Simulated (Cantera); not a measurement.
A closed system holds: 1 mol CaCO3, 3.9 mol H2O, 0.36 mol H2, equilibrated at 82.5 Torr.

Cantera equilibrium calculation (NASA polynomials, part measured and part estimated; ideal gas, pure solids and liquids). Candidate condensed phases: C, C6H6, C7H8, C8H18, Ca, CaCO3, CaO, Ca(OH)2, H2O; 115 gas species. Equilibrium is a limit: real reactors are often held back by kinetics, nucleation or transport.

**Question.** At 923 K, list the 4 most abundant gas species with their mole fractions, and the condensed phases.

**Answer.** H2O 0.834, CO2 0.0896, H2 0.0728, CO 0.00383. Condensed: CaCO3(calcite) + CaO(s).
